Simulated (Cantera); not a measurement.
Thermodynamics of fluorocarbon and chlorocarbon gases, feed C2F6 + F2

Charge: 1 mol C2F6, a varied amount of F2, at 1330 Pa.

Equilibrium computed with Cantera from the NASA thermochemical tables; the gas is ideal and each condensed phase is pure. Candidate condensed phases: C; 13 gas species. The feed counts by its element totals alone. Kinetics and transport are ignored.

Problem. Map the stable condensed phases over T = 873, 1023, 1173, 1323, 1473, 1623, 1773, 1923, 2073, 2223, 2373, 2523 K and n(F2) in mol = 0.22, 0.3, 0.39, 0.47, 0.56, 0.65, 0.73, 0.82, 0.9, 0.99, 1.1, 1.2.

Solution. 
```
T in K \ n(F2) in mol
         0.22  0.3 0.39 0.47 0.56 0.65 0.73 0.82  0.9 0.99  1.1  1.2
   2523     A    A    B    B    B    B    B    B    B    B    B    B
   2373     B    B    B    B    B    B    B    B    B    B    B    B
   2223     A    A    B    B    B    B    B    B    B    B    B    B
   2073     A    A    A    A    A    A    B    B    B    B    B    B
   1923     A    A    A    A    A    A    A    A    A    B    B    B
   1773     A    A    A    A    A    A    A    A    A    B    B    B
   1623     A    A    A    A    A    A    A    A    A    A    B    B
   1473     A    A    A    A    A    A    A    A    A    A    B    B
   1323     A    A    A    A    A    A    A    A    A    A    B    B
   1173     A    A    A    A    A    A    A    A    A    A    B    B
   1023     A    A    A    A    A    A    A    A    A    A    B    B
    873     A    A    A    A    A    A    A    A    A    A    B    B
```
A: C; B: gas only.
